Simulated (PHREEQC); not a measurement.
A solution holds 0.0023 mol/kgw HCl and 0.0032 mol/kgw KCl, at 25 °C and 10 atm. Closed to the air; pH follows from the charge balance.

Equilibrium calculation in PHREEQC: ion-association model, phreeqc.dat.

```csv
quantity,before,after
pH,2.67,2.69
ionic strength (mol/kgw),0.00550,0.0183
SI of Sylvite (KCl),-5.73,-4.55
```

Problem. Name the change that produced these shifts.
(A) HCl left out
(B) KCl from 0.0032 to 0.016 mol/kgw
(C) KCl from 0.0032 to 0.032 mol/kgw
(D) KCl replaced by KHSO4 at the same molality
(E) KCl from 0.0032 to 0.0016 mol/kgw

Solution. B, KCl from 0.0032 to 0.016 mol/kgw

No solid was allowed to form.
